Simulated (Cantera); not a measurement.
**Adiabatic ignition**

An adiabatic, constant-pressure homogeneous reactor starts with 5.80 % CH4, 1.11 % CO, 19.5 % O2, 73.6 % N2, equivalence ratio 0.62, at 1225 K and 675 Torr.

Computed with Cantera and GRI-Mech 3.0 (53 species, 325 reactions).

| t (s) | T (K) | x CH4 | x CO | x O2 | x C2H | x H |
|---|---|---|---|---|---|---|
| 2.00e-6 | 1225 | 0.0580 | 0.0111 | 0.195 | <1e-12 | 1.50e-11 |
| 4.60e-6 | 1225 | 0.0580 | 0.0111 | 0.195 | <1e-12 | 2.08e-11 |
| 1.06e-5 | 1225 | 0.0580 | 0.0111 | 0.195 | <1e-12 | 2.43e-11 |
| 2.43e-5 | 1225 | 0.0580 | 0.0111 | 0.195 | <1e-12 | 2.92e-11 |
| 5.58e-5 | 1225 | 0.0580 | 0.0111 | 0.195 | <1e-12 | 4.11e-11 |
| 0.000128 | 1225 | 0.0580 | 0.0111 | 0.195 | <1e-12 | 7.17e-11 |
| 0.000295 | 1225 | 0.0580 | 0.0111 | 0.195 | <1e-12 | 1.61e-10 |
| 0.000678 | 1225 | 0.0580 | 0.0111 | 0.195 | <1e-12 | 4.68e-10 |
| 0.00156 | 1225 | 0.0580 | 0.0111 | 0.195 | <1e-12 | 1.65e-9 |
| 0.00358 | 1225 | 0.0579 | 0.0111 | 0.195 | <1e-12 | 4.89e-9 |
| 0.00823 | 1226 | 0.0578 | 0.0111 | 0.195 | <1e-12 | 1.16e-8 |
| 0.0189 | 1232 | 0.0568 | 0.0112 | 0.194 | <1e-12 | 6.49e-8 |
| 0.0435 | 2395 | <1e-12 | 0.00518 | 0.0721 | <1e-12 | 0.000642 |
| 0.100 | 2386 | <1e-12 | 0.00503 | 0.0693 | <1e-12 | 0.000607 |
x: mole fraction; the columns are a selection and need not sum to one.

```json
{
  "time_of_steepest_temperature_rise": "28.6 ms",
  "temperature at 0.100 s": "2386 K",
  "equilibrium_temperature": "2384 K",
  "x(CH4) at 0.100 s": "<1e-12 (gas-phase equilibrium <1e-12)",
  "x(CO) at 0.100 s": "0.00503 (gas-phase equilibrium 0.00500)",
  "x(O2) at 0.100 s": "0.0693 (gas-phase equilibrium 0.0688)"
}
```
